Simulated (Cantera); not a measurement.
**Thermodynamics of carbothermic reduction, feed Cu2O + CO**

A closed system holds: 1 mol Cu2O, 1.9 mol CO, held at 3.53 Torr.

These are equilibrium values from Cantera (NASA tables, ideal gas, pure condensed phases), not measurements of a reactor. Candidate condensed phases: C, Cu, CuO, Cu2O; 15 gas species. Rates play no part.

From 1400 °C to 1625 °C the condensed part is Cu(l). From 1700 °C to 2150 °C nothing is condensed. The main Cu-bearing gas is Cu throughout.

| T (°C) | x CO2 | x Cu | x CO | x O2 | x O | x Cu2 | n Cu(l) |
|---|---|---|---|---|---|---|---|
| 1400 | 0.514 | 0.0236 | 0.462 | 6.54e-7 | 3.94e-7 | 2.50e-5 | 1.95 |
| 1475 | 0.494 | 0.0620 | 0.444 | 3.67e-6 | 2.05e-6 | 9.42e-5 | 1.87 |
| 1550 | 0.447 | 0.150 | 0.403 | 1.78e-5 | 9.28e-6 | 0.000317 | 1.66 |
| 1625 | 0.348 | 0.337 | 0.314 | 7.59e-5 | 3.73e-5 | 0.000962 | 1.03 |
| 1700 | 0.256 | 0.510 | 0.232 | 0.000287 | 0.000134 | 0.00138 | 0 |
| 1775 | 0.254 | 0.511 | 0.233 | 0.000965 | 0.000435 | 0.000893 | 0 |
| 1850 | 0.248 | 0.510 | 0.237 | 0.00283 | 0.00126 | 0.000592 | 0 |
| 1925 | 0.236 | 0.507 | 0.246 | 0.00695 | 0.00325 | 0.000400 | 0 |
| 2000 | 0.216 | 0.501 | 0.261 | 0.0139 | 0.00728 | 0.000274 | 0 |
| 2075 | 0.187 | 0.493 | 0.282 | 0.0227 | 0.0144 | 0.000190 | 0 |
| 2150 | 0.154 | 0.483 | 0.306 | 0.0313 | 0.0253 | 0.000133 | 0 |
x: gas mole fraction; n: condensed amount in mol.
